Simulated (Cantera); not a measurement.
A closed system holds: 1 mol C2F6, 0.015 mol HCl, equilibrated at 2075 K and 8.80 mbar.

Method: chemical equilibrium by Gibbs-energy minimisation in Cantera with the NASA 1993 tables (ideal gas, pure condensed phases). Candidate condensed phases: C, C6H6, C7H8, C8H18; 118 gas species. The feed counts by its element totals alone. Gases not in the tables: C2F6 and larger saturated fluorocarbons. Kinetics and transport are ignored.

Base state: CF4 0.716, CF2 0.183, F 0.0720, CF3 0.0120, HF 0.00836, Cl 0.00833, CF 0.000477, CClF3 2.43e-5 (mole fractions); condensed: C(graphite).

What changes in the equilibrium state with this change: HCl from 0.015 to 1.6 mol?


```
species            before    after
----------------  -------  -------
HF                0.00836    0.340
Cl                0.00833    0.337
CF4                 0.716    0.174
CF3                0.0120  0.00416
CF2                 0.183   0.0902
F                  0.0720   0.0506
HCl               7.23e-7  0.00169
Cl2               6.45e-7  0.00106
C(graphite), mol    0.366    0.740
```

What changes in the equilibrium state with this change: pressure from 8.80 mbar to 14.0 Pa?


```
species             before    after
----------------  --------  -------
F                   0.0720    0.693
CF2                  0.183    0.269
CF4                  0.716   0.0246
CF3                 0.0120  0.00270
CClF3              2.43e-5  3.51e-8
ClF                1.00e-5  6.18e-7
CF                0.000477  0.00459
HF                 0.00836  0.00336
C(graphite), mol     0.366    0.658
```

What changes in the equilibrium state with this change: temperature from 2075 K to 2300 K?


```json
[
 {"species": "CF2", "before": "0.183", "after": "0.454"},
 {"species": "F", "before": "0.0720", "after": "0.316"},
 {"species": "CF4", "before": "0.716", "after": "0.198"},
 {"species": "CF3", "before": "0.0120", "after": "0.0163"},
 {"species": "CF", "before": "0.000477", "after": "0.00526"},
 {"species": "CClF3", "before": "2.43e-5", "after": "2.73e-6"},
 {"species": "C(graphite), mol", "before": "0.366", "after": "0.0519"}
]
```
The tables' values for C2F4 are old estimates; treat these amounts as uncertain.
